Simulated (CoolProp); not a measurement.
Saturation properties of c-C4F8 (RC318).

Computed with CoolProp (reference Helmholtz-energy equation of state, Platzer 1990). This equation is an older, rougher fit; its heat capacities, sound speeds and derivatives of the liquid may be far off and weren't checked against measurements.

```
T (K)  p (bar)  vapour density (kg/m³)  surface tension (mN/m)
-----  -------  ----------------------  ----------------------
267.5    1.027                   9.663                    11.8
271.3    1.198                   11.18                    11.3
275      1.386                   12.83                    10.9
278.7    1.595                   14.67                    10.4
282.5    1.835                   16.76                    9.99
286.2    2.094                   19.03                    9.55
290      2.388                   21.59                    9.11
293.7    2.704                   24.35                    8.68
297.5    3.061                   27.47                    8.25
301.2    3.441                   30.81                    7.83
304.9    3.856                   34.48                    7.42
308.7    4.321                   38.61                    7.00
312.4    4.813                   43.01                    6.60
316.2    5.361                   47.96                    6.19
```

It boils at 267.2 K under 1 atm.

Surface tension comes from a separate correlation (Mulero 2012).
